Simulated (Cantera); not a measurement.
An adiabatic, constant-volume homogeneous reactor starts with 6.17 % CH₄, 0.228 % C₂H₆, 19.6 % O₂, 74.0 % N₂, equivalence ratio 0.67, at 1300 K and 11.0 bar.

Model: GRI-Mech 3.0 (53 species, 325 reactions), integrated in Cantera.

x: mole fraction; the columns are a selection and need not sum to one.

| t (s) | T (K) | P (bar) | x CH₄ | x C₂H₆ | x O₂ | x H₂O₂ | x NO | x H | x NO₂ |
|---|---|---|---|---|---|---|---|---|---|
| 9.00e-6 | 1300 | 11.0 | 0.0617 | 0.00228 | 0.196 | 1.22e-8 | <1e-12 | 5.07e-10 | <1e-12 |
| 3.53e-5 | 1300 | 11.0 | 0.0617 | 0.00228 | 0.196 | 1.29e-7 | <1e-12 | 3.35e-9 | <1e-12 |
| 0.000139 | 1301 | 11.0 | 0.0615 | 0.00226 | 0.196 | 1.04e-6 | <1e-12 | 3.95e-8 | <1e-12 |
| 0.000545 | [?] | 12.2 | [?] | [?] | 0.181 | [?] | 5.33e-11 | [?] | 1.91e-11 |
| 0.00214 | 2775 | 23.7 | <1e-12 | <1e-12 | 0.0560 | 1.67e-6 | 0.0176 | 0.000706 | 3.04e-5 |
| 0.00841 | 2775 | 23.7 | <1e-12 | <1e-12 | 0.0560 | 1.67e-6 | 0.0176 | 0.000706 | 3.04e-5 |
| 0.0330 | 2775 | 23.7 | <1e-12 | <1e-12 | 0.0560 | 1.67e-6 | 0.0176 | 0.000706 | 3.04e-5 |
| 0.130 | 2775 | 23.7 | <1e-12 | <1e-12 | 0.0560 | 1.67e-6 | 0.0176 | 0.000706 | 3.04e-5 |
| 0.509 | 2775 | 23.7 | <1e-12 | <1e-12 | 0.0560 | 1.67e-6 | 0.0176 | 0.000706 | 3.04e-5 |
| 2.00 | 2775 | 23.7 | <1e-12 | <1e-12 | 0.0560 | 1.67e-6 | 0.0176 | 0.000706 | 3.04e-5 |

### Question
Some entries are withheld; supply them.

### Answer

- 0.000545, T (K): 1438
- 0.000545, x CH₄: 0.0478
- 0.000545, x C₂H₆: 0.00176
- 0.000545, x H₂O₂: 7.14e-5
- 0.000545, x H: 8.09e-6
